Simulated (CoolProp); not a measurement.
Isobutane along the isobar 0.724 MPa: density (kg/m³) from the reference equation and from simpler models built on Tc = 407.8 K, pc = 3.629 MPa, ω = 0.184; each cubic takes its own stable root.

Model: reference Helmholtz-energy equation of state, Bücker 2006, in CoolProp.

```
T (K)   phase  reference
-----  ------  ---------
286.7  liquid      565.6
299    liquid      550.4
311.2  liquid      534.4
323.4  liquid      517.1
335.6     gas      17.64
347.8     gas      16.66
360       gas      15.82
372.2     gas      15.08
384.4     gas      14.43
396.6     gas      13.85
408.8     gas      13.32
421       gas      12.84
433.2     gas      12.40
```

Q: How far does each simpler model (van der Waals, Peng-Robinson) lie from the reference over these 13 states: mean and median of the absolute difference, and the worst?

A: 
- van der Waals: mean 31.1 %, median 2.7 %, worst -96.6 % at 323.4 K and 0.724 MPa
- Peng-Robinson: mean 2.0 %, median 0.8 %, worst +5.8 % at 286.7 K and 0.724 MPa

At some of these states van der Waals gives the other phase, because its saturation line lies elsewhere.
